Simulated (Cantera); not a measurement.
A Cantera script and what it prints.

```python
import numpy as np
import cantera as ct

gas_names = """
    H HI H2 I I2
""".split()
cond_names = """
    I2(cr) I2(L)
""".split()


# ... load() reads the species with a 1 bar reference pressure and builds the phases ...
atoms = {
    'HI': {'H': 1, 'I': 1},
    'H2': {'H': 2},
}
top_T = {}  # K; cautious upper limits of use, not melting points


# ... equilibrate(T, P, feed) seeds the gas with the atoms and calls Mixture.equilibrate('TP', solver="vcs", rtol=1e-11, max_steps=5000) ...
results = []
feed = {'HI': 1, 'H2': 0.055}  # mol
T = 1800  # K
P = 10000  # Pa
mix = equilibrate(T, P, feed)
results.append((T, P, feed, dict(zip(mix.species_names, mix.species_moles))))
x = sorted(zip(gas.X, gas.species_names), reverse=True)
print(f"T = {T:g} K  P = {P:g} Pa  gas = {mix.phase_moles(0):.4g} mol")
print("   x: " + "  ".join(f"{s} {v:.3e}" for v, s in x if v > 0.001))
print("   condensed (mol): " + ("  ".join(f"{mix.phase(i).name} {mix.phase_moles(i):.4g}"
      for i in range(1, mix.n_phases) if mix.phase_moles(i) > 1e-12) or "none"))
```

Output:

```
T = 1800 K  P = 10000 Pa  gas = 1.472 mol
   x: I 5.659e-01  H2 3.226e-01  HI 1.082e-01  I2 2.639e-03
   condensed (mol): none
```

Method: chemical equilibrium by Gibbs-energy minimisation in Cantera with the NASA 1993 tables (ideal gas, pure condensed phases).
